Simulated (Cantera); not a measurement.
Input (Python, Cantera) and output of one run.

```python
import numpy as np
import cantera as ct

gas_names = """
    C CN CO CO2 C2 CCN CNC C2N2 C2O C3 C3O2 C4 C4N2 C5 Fe FeC5O5 FeO N NCO NO NO2 NO3 N2 N2O O O2 O3
""".split()
cond_names = """
    C(gr) Fe(a) Fe(c) Fe(d) Fe(L) FeC5O5(L) FeO(s) FeO(L) Fe2O3(s) Fe3O4(s)
""".split()


# ... load() reads the species with a 1 bar reference pressure and builds the phases ...
atoms = {
    'Fe(CO)5': {'Fe': 1, 'C': 5, 'O': 5},
    'N2': {'N': 2},
}
top_T = {'C(gr)': 4500, 'Fe2O3(s)': 1830, 'Fe3O4(s)': 1870}  # K; cautious upper limits of use, not melting points


# ... equilibrate(T, P, feed) seeds the gas with the atoms and calls Mixture.equilibrate('TP', solver="vcs", rtol=1e-11, max_steps=5000) ...
results = []
feed = {'Fe(CO)5': 1, 'N2': 2}  # mol
for P in [10, 52, 270, 1400, 7200, 37000, 190000, 1000000]:
    for T in [1223, 1248, 1273, 1298, 1323, 1348, 1373, 1398, 1423, 1448, 1473, 1498, 1523]:
        mix = equilibrate(T, P, feed)
        results.append((T, P, feed, dict(zip(mix.species_names, mix.species_moles))))

for T, P, feed, n in results:
    print(f"{T:7g} {P:10.4g}  " + (" + ".join(c for c in cond_names if n.get(c, 0) > 1e-12) or "gas only"))
```

Output:

```
   1223         10  C(gr) + Fe(c)
   1248         10  C(gr) + Fe(c)
   1273         10  C(gr) + Fe(c)
   1298         10  C(gr) + Fe(c)
   1323         10  C(gr) + Fe(c)
   1348         10  C(gr) + Fe(c)
   1373         10  C(gr) + Fe(c)
   1398         10  C(gr) + Fe(c)
   1423         10  C(gr) + Fe(c)
   1448         10  C(gr) + Fe(c)
   1473         10  C(gr) + Fe(c)
   1498         10  C(gr) + Fe(c)
   1523         10  C(gr) + Fe(c)
   1223         52  C(gr) + Fe(c)
   1248         52  C(gr) + Fe(c)
   1273         52  C(gr) + Fe(c)
   1298         52  C(gr) + Fe(c)
   1323         52  C(gr) + Fe(c)
   1348         52  C(gr) + Fe(c)
   1373         52  C(gr) + Fe(c)
   1398         52  C(gr) + Fe(c)
   1423         52  C(gr) + Fe(c)
   1448         52  C(gr) + Fe(c)
   1473         52  C(gr) + Fe(c)
   1498         52  C(gr) + Fe(c)
   1523         52  C(gr) + Fe(c)
   1223        270  C(gr) + Fe(c)
   1248        270  C(gr) + Fe(c)
   1273        270  C(gr) + Fe(c)
   1298        270  C(gr) + Fe(c)
   1323        270  C(gr) + Fe(c)
   1348        270  C(gr) + Fe(c)
   1373        270  C(gr) + Fe(c)
   1398        270  C(gr) + Fe(c)
   1423        270  C(gr) + Fe(c)
   1448        270  C(gr) + Fe(c)
   1473        270  C(gr) + Fe(c)
   1498        270  C(gr) + Fe(c)
   1523        270  C(gr) + Fe(c)
   1223       1400  C(gr) + Fe(c)
   1248       1400  C(gr) + Fe(c)
   1273       1400  C(gr) + Fe(c)
   1298       1400  C(gr) + Fe(c)
   1323       1400  C(gr) + Fe(c)
   1348       1400  C(gr) + Fe(c)
   1373       1400  C(gr) + Fe(c)
   1398       1400  C(gr) + Fe(c)
   1423       1400  C(gr) + Fe(c)
   1448       1400  C(gr) + Fe(c)
   1473       1400  C(gr) + Fe(c)
   1498       1400  C(gr) + Fe(c)
   1523       1400  C(gr) + Fe(c)
   1223       7200  C(gr) + Fe(c)
   1248       7200  C(gr) + Fe(c)
   1273       7200  C(gr) + Fe(c)
   1298       7200  C(gr) + Fe(c)
   1323       7200  C(gr) + Fe(c)
   1348       7200  C(gr) + Fe(c)
   1373       7200  C(gr) + Fe(c)
   1398       7200  C(gr) + Fe(c)
   1423       7200  C(gr) + Fe(c)
   1448       7200  C(gr) + Fe(c)
   1473       7200  C(gr) + Fe(c)
   1498       7200  C(gr) + Fe(c)
   1523       7200  C(gr) + Fe(c)
   1223    3.7e+04  C(gr) + Fe(c)
   1248    3.7e+04  C(gr) + Fe(c)
   1273    3.7e+04  C(gr) + Fe(c)
   1298    3.7e+04  C(gr) + Fe(c)
   1323    3.7e+04  C(gr) + Fe(c)
   1348    3.7e+04  C(gr) + Fe(c)
   1373    3.7e+04  C(gr) + Fe(c)
   1398    3.7e+04  C(gr) + Fe(c)
   1423    3.7e+04  C(gr) + Fe(c)
   1448    3.7e+04  C(gr) + Fe(c)
   1473    3.7e+04  C(gr) + Fe(c)
   1498    3.7e+04  C(gr) + Fe(c)
   1523    3.7e+04  C(gr) + Fe(c)
   1223    1.9e+05  C(gr) + Fe(c)
   1248    1.9e+05  C(gr) + Fe(c)
   1273    1.9e+05  C(gr) + Fe(c)
   1298    1.9e+05  C(gr) + Fe(c)
   1323    1.9e+05  C(gr) + Fe(c)
   1348    1.9e+05  C(gr) + Fe(c)
   1373    1.9e+05  C(gr) + Fe(c)
   1398    1.9e+05  C(gr) + Fe(c)
   1423    1.9e+05  C(gr) + Fe(c)
   1448    1.9e+05  C(gr) + Fe(c)
   1473    1.9e+05  C(gr) + Fe(c)
   1498    1.9e+05  C(gr) + Fe(c)
   1523    1.9e+05  C(gr) + Fe(c)
   1223      1e+06  C(gr) + Fe(c)
   1248      1e+06  C(gr) + Fe(c)
   1273      1e+06  C(gr) + Fe(c)
   1298      1e+06  C(gr) + Fe(c)
   1323      1e+06  C(gr) + Fe(c)
   1348      1e+06  C(gr) + Fe(c)
   1373      1e+06  C(gr) + Fe(c)
   1398      1e+06  C(gr) + Fe(c)
   1423      1e+06  C(gr) + Fe(c)
   1448      1e+06  C(gr) + Fe(c)
   1473      1e+06  C(gr) + Fe(c)
   1498      1e+06  C(gr) + Fe(c)
   1523      1e+06  C(gr) + Fe(c)
```

Equilibrium computed with Cantera from the NASA thermochemical tables; the gas is ideal and each condensed phase is pure. Iron dissolves carbon and melts from about 1420 K in contact with it, which pure phases cannot show. Condensed phases not in the tables: cementite and carbon dissolved in iron.
